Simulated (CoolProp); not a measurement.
Saturation properties of R141b.

Values from CoolProp's reference Helmholtz-energy equation of state, Lemmon 2006. It is a short technical equation, of lower accuracy than the large ones.

```csv
T (K),p (MPa),enthalpy of vaporisation (kJ/kg),liquid conductivity (mW/(m K))
323.4,(withheld),213.7,83.9
337.8,0.2808,206.0,(withheld)
352.2,0.4116,197.9,(withheld)
366.7,0.5849,189.0,73.0
381.1,0.8056,179.4,(withheld)
395.5,1.082,168.8,66.5
410,1.426,(withheld),63.6
424.4,(withheld),142.9,60.9
438.8,2.338,126.6,(withheld)
```

### Question
Fill in the missing entries.

### Answer

- 323.4, p (MPa): 0.1843
- 337.8, liquid conductivity (mW/(m K)): 80.1
- 352.2, liquid conductivity (mW/(m K)): 76.5
- 381.1, liquid conductivity (mW/(m K)): 69.7
- 410, enthalpy of vaporisation (kJ/kg): 156.7
- 424.4, p (MPa): 1.840
- 438.8, liquid conductivity (mW/(m K)): 58.4

It boils at 305.2 K under 1 atm.

Thermal conductivity comes from a separate model (Huber 2003), an estimate that may be off by 10 % or more.
